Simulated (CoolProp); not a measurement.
Ammonia at 688.11 K and 5.76 MPa flows at 2.6 m/s in a round tube of 100 mm bore and 45 µm roughness, fully developed (64/Re and Nu = 3.66 if laminar; Colebrook and Gnielinski if turbulent). Each further row changes one setting.

Computed with CoolProp (reference Helmholtz-energy equation of state, Gao 2020).

| case | Reynolds number | Darcy friction factor | pressure drop (Pa/m) | heat-transfer coefficient (W/(m² K)) | mass flow (kg/h) |
|---|---|---|---|---|---|
| as stated | 180000 | 0.0188 | 11.1 | 323 | 1290 |
| velocity 5.2 m/s | 361000 | 0.0177 | 41.9 | 610 | 2580 |
| diameter 200 mm | 361000 | 0.0161 | 4.78 | 278 | 5160 |

Viscosity comes from a separate model (Fenghour 1995). Thermal conductivity comes from a separate model (Tufeu 1984).
